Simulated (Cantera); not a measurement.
# Premixed flame

A freely propagating, adiabatic, planar premixed flame of 7.17 % CH4, 0.387 % H2, 19.3 % O2, 73.1 % N2, equivalence ratio 0.75, unburnt at 523 K and 0.780 bar; mixture-averaged transport, grid criteria slope 0.08 and curve 0.16, no radiation.

Computed with Cantera and GRI-Mech 3.0 (53 species, 325 reactions). Burning velocities carry a grid error of a few per cent, more on coarse grids.

```tsv
z (mm)	T (K)	u (m/s)	x CH4	x H2	x O2	x CH2O	x C2H4	x HO2
-1.51	523	0.811	0.0716	0.00423	0.193	9.79e-8	<1e-8	8.54e-8
-1.01	525	0.814	0.0715	0.00489	0.193	1.53e-6	1.13e-7	1.00e-6
-0.757	532	0.826	0.0709	0.00571	0.193	9.71e-6	7.54e-7	5.11e-6
-0.505	579	0.901	0.0680	0.00730	0.189	8.55e-5	7.78e-6	3.53e-5
-0.252	890	1.40	0.0499	0.0100	0.164	0.000595	9.43e-5	0.000128
-0.126	1240	1.96	0.0285	0.0114	0.131	0.000853	0.000200	0.000165
0	1585	2.52	0.00723	0.0107	0.0913	0.000585	0.000123	0.000137
0.126	1732	2.75	0.000578	0.00743	0.0683	8.91e-5	6.29e-6	2.89e-5
0.252	1781	2.82	2.53e-5	0.00573	0.0604	4.62e-6	9.24e-8	1.26e-5
0.505	1843	2.90	6.17e-8	0.00504	0.0555	1.28e-8	<1e-8	9.37e-6
1.01	1916	3.00	<1e-8	0.00407	0.0525	<1e-8	<1e-8	6.57e-6
2.02	1986	3.09	<1e-8	0.00263	0.0505	<1e-8	<1e-8	4.01e-6
4.04	2037	3.16	<1e-8	0.00140	0.0493	<1e-8	<1e-8	2.35e-6
```
x: mole fraction of selected species; z is measured from the peak of heat release.

```
Item                          Value
------------------------  ---------
laminar burning velocity  81.0 cm/s
thermal thickness          0.505 mm
peak x(CH2O)               0.000859
peak x(C2H4)               0.000214
peak x(HO2)                0.000180
grid points                     139
```
